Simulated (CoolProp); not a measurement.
500 sccm (0 °C, 1 atm) of nitrogen bubbles through liquid octamethylcyclotetrasiloxane (D4) at 304.6 K and leaves saturated at a total pressure of 0.00542 MPa (ideal gas phase). Each further row changes one setting.

The numbers come from the reference Helmholtz-energy equation of state, Thol 2015 in CoolProp.

```csv
case,vapour pressure (kPa),mole fraction of vapour,delivery (mg/min),delivery (sccm),change of delivery for a bath 1 K warmer (%)
as stated,0.214,0.0396,…,20.6,7.6
bath temperature 309.6 K,0.303,…,…,…,7.4
total pressure 0.0108 MPa,0.214,0.0199,…,10.1,7.4
```

Task: Some entries are withheld; supply them.

Result: 
- as stated, delivery (mg/min): 273
- bath temperature 309.6 K, mole fraction of vapour: 0.0559
- bath temperature 309.6 K, delivery (mg/min): 391
- bath temperature 309.6 K, delivery (sccm): 29.6
- total pressure 0.0108 MPa, delivery (mg/min): 134
